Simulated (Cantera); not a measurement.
What does this Cantera script print?

```python
import numpy as np
import cantera as ct

gas_names = [...]  # 110 gases of nasa_gas.yaml made of C, H, O
cond_names = """
    C(gr) C6H6(L) C7H8(L) C8H18(L),n-octa H2O(s) H2O(L)
""".split()


# ... load() reads the species with a 1 bar reference pressure and builds the phases ...
atoms = {
    'CO2': {'C': 1, 'O': 2},
    'H2': {'H': 2},
}
top_T = {'C(gr)': 4500}  # K; cautious upper limits of use, not melting points


# ... equilibrate(T, P, feed) seeds the gas with the atoms and calls Mixture.equilibrate('TP', solver="vcs", rtol=1e-11, max_steps=5000) ...
results = []
feed = {'CO2': 1, 'H2': 0.16}  # mol
P = 133.322  # Pa
for T in [1275, 1475, 1675, 1875, 2075, 2275, 2475, 2675, 2875, 3075, 3275]:
    mix = equilibrate(T, P, feed)
    results.append((T, P, feed, dict(zip(mix.species_names, mix.species_moles))))

top = {s: max(r[3][s] / sum(r[3][g] for g in gas_names) for r in results) for s in gas_names}
cols = sorted((s for s in top if top[s] > 1e-06), key=lambda s: -top[s])[:5]
seen = [c for c in cond_names if any(r[3].get(c, 0) > 1e-12 for r in results)]
print("log10 of partial pressures in bar; condensed amounts in mol")
print(f"{'T/K':>10s}" + "".join(f"{s[:9]:>10s}" for s in cols + seen))
for T, P, feed, n in results:
    ng = sum(n[g] for g in gas_names)
    print(f"{T:10.4g}" + "".join(f"{np.log10(max(n[s] / ng * P / 1e5, 1e-99)):10.3f}" for s in cols)
          + "".join(f"{n.get(c, 0):10.4g}" for c in seen))
```

It prints:

```
log10 of partial pressures in bar; condensed amounts in mol
       T/K       CO2        CO         O         H       H2O
      1275    -3.008    -3.778   -13.219    -8.517    -3.778
      1475    -3.010    -3.765   -10.263    -7.345    -3.765
      1675    -3.011    -3.758    -8.011    -6.448    -3.759
      1875    -3.019    -3.731    -6.270    -5.728    -3.764
      2075    -3.090    -3.559    -5.081    -5.061    -3.818
      2275    -3.287    -3.348    -4.310    -4.465    -3.983
      2475    -3.640    -3.238    -3.786    -4.028    -4.376
      2675    -4.137    -3.219    -3.465    -3.813    -5.146
      2875    -4.715    -3.229    -3.313    -3.755    -6.191
      3075    -5.298    -3.236    -3.262    -3.742    -7.258
      3275    -5.834    -3.239    -3.247    -3.738    -8.241
```

Cantera equilibrium calculation (NASA polynomials, part measured and part estimated; ideal gas, pure solids and liquids).
